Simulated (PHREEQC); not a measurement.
A solution holds 0.0032 mol AgNO3 and 1.8e-05 mol Ca(HCO3)2 per kg of water, at 25 °C. Closed to the air; pH follows from the charge balance.

All values are PHREEQC results (ion-association model, wateq4f.dat), not measurements.

This is a speciation only: nothing precipitates in the calculation.

**Question.** What pH does the model give?

**Answer.** pH 7.84.

**Question.** In which forms is C present?

**Answer.** HCO3- 97 %, CO2 3.0 % of the C.
